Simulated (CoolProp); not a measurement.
Vapour-liquid equilibrium of toluene (1) + m-xylene (2) at 384.8 K; x and y are mole fractions of (1).

Computed with CoolProp (multi-fluid Helmholtz-energy mixture model, Lemmon 2006 and Zhou 2012; pair parameters Bell 2016).

| x | bubble pressure (MPa) | y at the bubble point | dew pressure at overall composition x (MPa) | liquid density (mol/L) |
|---|---|---|---|---|
| 0.05 | 0.04879 | 0.110 | 0.04702 | 7.413 |
| 0.2 | 0.05853 | 0.373 | 0.05174 | 7.557 |
| 0.35 | 0.06821 | 0.559 | 0.05754 | 7.705 |
| 0.5 | 0.07744 | 0.697 | 0.06482 | 7.861 |
| 0.65 | 0.08606 | 0.803 | 0.07407 | 8.023 |
| 0.8 | 0.09414 | 0.892 | 0.08579 | 8.196 |
| 0.95 | 0.1019 | 0.973 | 0.09964 | 8.380 |

No azeotrope shows between x = 0.05 and 0.95.

Pair parameters are fitted to limited data, so mixtures are less certain than the pure fluids.
